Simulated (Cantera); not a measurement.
A Cantera script and its output.

```python
import numpy as np
import cantera as ct

gas = ct.Solution("gri30.yaml")
gas.TPX = 1673, 170000, {'CH4': 1, 'O2': 5.13, 'N2': 19.3, 'H2O': 0.97}
reactor = ct.IdealGasReactor(gas, energy="on", clone=False)
net = ct.ReactorNet([reactor])
net.rtol, net.atol = 1e-08, 1e-16
show = ['CH4', 'O2', 'H2O', 'NO', 'HO2', 'CO2']
times = np.geomspace(3e-06, 3, 16)

steps = ct.SolutionArray(gas, extra=["t"])
rows = []
print(f"{'t/s':>10s}{'T/K':>9s}{'P/Pa':>11s}" + "".join(f"{s:>11s}" for s in show))
for t in times:
    while net.time < t:
        t_next = net.step()
        steps.append(gas.state, t=t_next)
    rows.append([np.interp(t, steps.t, y) for y in (steps.T, steps.P, *steps(*show).X.T)])
    print(f"{t:10.3e}{rows[-1][0]:9.1f}{rows[-1][1]:11.4g}" + "".join(f"{x:11.3e}" for x in rows[-1][2:]))
rate = np.gradient(steps.T, steps.t)
print("integrator steps:", len(steps.t))
if steps.T.max() > steps.T[0] + 200:
    print(f"time of steepest temperature rise: {steps.t[rate.argmax()]:.4e} s")
gas.TPX = 1673, 170000, {'CH4': 1, 'O2': 5.13, 'N2': 19.3, 'H2O': 0.97}
gas.equilibrate("UV")
print(f"equilibrium (UV): T = {gas.T:.1f} K  " + "  ".join(f"{s} {gas[s].X[0]:.3e}" for s in show))
```

Output:

```
       t/s      T/K       P/Pa        CH4         O2        H2O         NO        HO2        CO2
 3.000e-06   1673.0    1.7e+05  3.787e-02  1.943e-01  3.674e-02  6.478e-14  1.032e-06  8.652e-11
 7.536e-06   1672.9    1.7e+05  3.786e-02  1.943e-01  3.675e-02  2.372e-13  2.408e-06  1.071e-09
 1.893e-05   1672.9    1.7e+05  3.783e-02  1.943e-01  3.676e-02  1.004e-12  5.148e-06  1.732e-08
 4.755e-05   1673.0    1.7e+05  3.759e-02  1.942e-01  3.690e-02  6.505e-12  1.091e-05  5.114e-07
 1.194e-04   1704.2  1.735e+05  3.183e-02  1.898e-01  4.161e-02  3.206e-10  1.262e-04  1.031e-04
 3.000e-04   2534.9  2.595e+05  9.836e-19  1.151e-01  1.043e-01  4.051e-04  1.289e-05  3.472e-02
 7.536e-04   2533.9  2.593e+05  9.492e-19  1.146e-01  1.044e-01  1.493e-03  1.283e-05  3.478e-02
 1.893e-03   2529.1  2.588e+05  9.040e-19  1.135e-01  1.046e-01  3.951e-03  1.259e-05  3.484e-02
 4.755e-03   2520.2  2.578e+05  8.235e-19  1.113e-01  1.048e-01  8.539e-03  1.213e-05  3.493e-02
 1.194e-02   2509.9  2.567e+05  7.377e-19  1.088e-01  1.051e-01  1.377e-02  1.162e-05  3.504e-02
 3.000e-02   2505.8  2.563e+05  7.056e-19  1.078e-01  1.052e-01  1.584e-02  1.142e-05  3.509e-02
 7.536e-02   2505.6  2.562e+05  7.040e-19  1.078e-01  1.052e-01  1.594e-02  1.141e-05  3.509e-02
 1.893e-01   2505.6  2.562e+05  7.040e-19  1.078e-01  1.052e-01  1.594e-02  1.141e-05  3.509e-02
 4.755e-01   2505.6  2.562e+05  7.040e-19  1.078e-01  1.052e-01  1.594e-02  1.141e-05  3.509e-02
 1.194e+00   2505.6  2.562e+05  7.040e-19  1.078e-01  1.052e-01  1.594e-02  1.141e-05  3.509e-02
 3.000e+00   2505.6  2.562e+05  7.040e-19  1.078e-01  1.052e-01  1.594e-02  1.141e-05  3.509e-02
integrator steps: 1642
time of steepest temperature rise: 1.4256e-04 s
equilibrium (UV): T = 2505.6 K  CH4 1.042e-18  O2 1.078e-01  H2O 1.052e-01  NO 1.594e-02  HO2 1.141e-05  CO2 3.509e-02
```

Cantera simulation using GRI-Mech 3.0 (53 species, 325 reactions); the numbers are that mechanism's predictions, not measurements.
